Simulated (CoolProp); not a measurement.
Properties of n-butane at several states (Tc = 425.1 K, pc = 3796 kPa, ω = 0.201).

Values from CoolProp's reference Helmholtz-energy equation of state, Bücker 2006.

```json
[
 {"T (K)": "211.1", "p (kPa)": "16.7", "phase": "liquid", "Z": "?", "cp (kJ/(kg K))": "?", "Joule-Thomson coefficient (K/MPa)": "-0.5008", "conductivity (mW/(m K))": "?", "Prandtl number": "6.11", "fugacity coefficient": "?"},
 {"T (K)": "457.8", "p (kPa)": "6030", "phase": "supercritical", "Z": "0.3854", "cp (kJ/(kg K))": "5.537", "Joule-Thomson coefficient (K/MPa)": "?", "conductivity (mW/(m K))": "?", "Prandtl number": "2.23", "fugacity coefficient": "0.6008"},
 {"T (K)": "553.1", "p (kPa)": "524", "phase": "gas", "Z": "0.9818", "cp (kJ/(kg K))": "2.774", "Joule-Thomson coefficient (K/MPa)": "3.896", "conductivity (mW/(m K))": "?", "Prandtl number": "?", "fugacity coefficient": "0.9821"}
]
```

Q: Fill in the missing entries.

A: 
- 211.1, Z: 0.0008336
- 211.1, cp (kJ/(kg K)): 2.089
- 211.1, conductivity (mW/(m K)): 144
- 211.1, fugacity coefficient: 0.2602
- 457.8, Joule-Thomson coefficient (K/MPa): 7.255
- 457.8, conductivity (mW/(m K)): 60.9
- 553.1, conductivity (mW/(m K)): 52.6
- 553.1, Prandtl number: 0.715

Viscosity comes from a separate model (Vogel 1999). Thermal conductivity comes from a separate model (Perkins 2002).
